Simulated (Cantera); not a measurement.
A perfectly stirred reactor is fed with CH4 : H2 : O2 : N2 = 1 : 0.16 : 1.22 : 8.2 (molar parts), at 1.00 bar; it is adiabatic with a 725 K inlet, and is followed from long to short residence time, starting on the burning branch (τ in s: 0.26, 0.12, 0.055, 0.025, 0.012, 0.0054, 0.0025, 0.0012, 0.00054, 0.00025, 0.00012, 5.3e-05).

Computed with Cantera and GRI-Mech 3.0 (53 species, 325 reactions).

Task: Predict: blow-out, bracketed by the residence times tried; x(CH4) at τ = 0.260 s; x(H2) at τ = 0.260 s; x(O2) at τ = 0.260 s; x(HCO) at τ = 0.260 s; x(H) at τ = 0.260 s; x(CH4) at τ = 2.50 ms; x(H2) at τ = 2.50 ms; x(O2) at τ = 2.50 ms.

Result: 
| Property | Result |
|---|---|
| blow-out, bracketed by the residence times tried | burning at 5.40 ms, out at 2.50 ms |
| x(CH4) at τ = 0.260 s | 0.00530 |
| x(H2) at τ = 0.260 s | 0.0622 |
| x(O2) at τ = 0.260 s | 0.000471 |
| x(HCO) at τ = 0.260 s | 1.26e-8 |
| x(H) at τ = 0.260 s | 9.23e-5 |
| x(CH4) at τ = 2.50 ms | 0.0945 |
| x(H2) at τ = 2.50 ms | 0.0151 |
| x(O2) at τ = 2.50 ms | 0.115 |
